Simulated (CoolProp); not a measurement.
Vapour-liquid equilibrium of benzene (1) + p-xylene (2) at 0.642 bar; x and y are mole fractions of (1).

Model: multi-fluid Helmholtz-energy mixture model, Thol 2012 and Zhou 2012; pair parameters Bell 2016, in CoolProp.

```
x     bubble temperature (K)  y at the bubble point  dew temperature at overall composition x (K)  liquid density (mol/L)
----  ----------------------  ---------------------  --------------------------------------------  ----------------------
0.05                   389.5                  0.194                                         393.8                   7.396
0.2                    375.4                    ___                                         389.3                     ___
0.35                   364.7                  0.753                                           ___                   8.316
0.5                    356.5                  0.859                                         378.2                   8.794
0.65                   350.1                  0.923                                         370.9                   9.296
0.8                    344.8                  0.964                                         361.4                   9.832
0.95                   340.4                  0.992                                         346.7                   10.41
```

Task: What belongs in the gaps?

Result: 
- 0.2, y at the bubble point: 0.563
- 0.2, liquid density (mol/L): 7.854
- 0.35, dew temperature at overall composition x (K): 384.2

No azeotrope shows between x = 0.05 and 0.95.

Pair parameters are fitted to limited data, so mixtures are less certain than the pure fluids.
